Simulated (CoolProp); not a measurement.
Water along the isotherm 304.95 °C: density (kg/m³) from the reference equation and from simpler models built on Tc = 373.9 °C, pc = 220.6 bar, ω = 0.344; each cubic takes its own stable root.

Computed with CoolProp (reference Helmholtz-energy equation of state, Wagner 2002).

| p (bar) | phase | reference |
|---|---|---|
| 11 | gas | 4.234 |
| 22.1 | gas | 8.763 |
| 33.1 | gas | 13.56 |
| 44.1 | gas | 18.74 |
| 55.2 | gas | 24.46 |
| 66.2 | gas | 30.79 |
| 77.2 | gas | 38.01 |
| 88.3 | gas | 46.72 |
| 99.3 | liquid | 703.5 |
| 110 | liquid | 706.1 |

Question: How far does each simpler model (van der Waals, Redlich-Kwong, Soave-Redlich-Kwong) lie from the reference over these 10 states: mean and median of the absolute difference, and the worst?

Answer: 
- van der Waals: mean 22.9 %, median 6.2 %, worst -93.3 % at 304.95 °C and 99.3 bar
- Redlich-Kwong: mean 20.9 %, median 3.4 %, worst -92.8 % at 304.95 °C and 99.3 bar
- Soave-Redlich-Kwong: mean 7.9 %, median 2.2 %, worst -31.6 % at 304.95 °C and 99.3 bar

At some of these states van der Waals, Redlich-Kwong gives the other phase, because its saturation line lies elsewhere.
